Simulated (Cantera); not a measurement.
A freely propagating, adiabatic, planar premixed flame of H2 : O2 : N2 = 1 : 0.385 : 1.27 (molar parts), unburnt at 450 K and 4.93 atm; mixture-averaged transport, grid criteria slope 0.08 and curve 0.16, no radiation.

Model: the H2/O2 subset of GRI-Mech 3.0, which has no nitrogen chemistry, integrated in Cantera. The hydrogen kinetics of GRI-Mech 3.0 are dated; newer H2 mechanisms differ, most at raised pressure. Burning velocities carry a grid error of a few per cent, more on coarse grids.

Question: Predict: laminar burning velocity; thermal thickness; peak x(OH); peak x(O); peak x(H).

Answer: 
```json
{
  "laminar_burning_velocity": "608 cm/s",
  "thermal_thickness": "0.0491 mm",
  "peak x(OH)": "0.0153",
  "peak x(O)": "0.00641",
  "peak x(H)": "0.0505"
}
```
